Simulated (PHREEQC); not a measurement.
## Leach liquor (model solution)

Dissolve 0.0013 mol/kgw H2SO4, 0.0006 mol/kgw Al2(SO4)3 and 0.044 mol/kgw MnSO4 at 15 °C. Closed to the air; pH follows from the charge balance.

All values are PHREEQC results (ion-association model, phreeqc.dat), not measurements.

```yaml
pH: 2.94
ionic_strength: 0.116 mol/kgw
specific_conductance: 4380 µS/cm
density: 1.006 g/cm³
total_alkalinity: -2.60 meq/kg
```

| species | molality | activity | log γ |
|---|---|---|---|
| SO4-2 | 0.0286 | 0.0103 | -0.443 |
| Mn+2 | 0.0280 | 0.0109 | -0.409 |
| MnSO4 | 0.0160 | 0.0164 | 0.012 |
| H+ | 0.00140 | 0.00115 | -0.085 |
| HSO4- | 0.00120 | 0.000934 | -0.110 |
| AlSO4+ | 0.000817 | 0.000629 | -0.114 |
| Al(SO4)2- | 0.000254 | 0.000195 | -0.114 |
| Al+3 | 0.000129 | 2.21e-5 | -0.768 |
| AlOH+2 | 2.62e-7 | 9.80e-8 | -0.426 |
| AlHSO4+2 | 1.64e-7 | 5.94e-8 | -0.440 |

This is a speciation only: nothing precipitates in the calculation. Species that the database lacks are ignored.
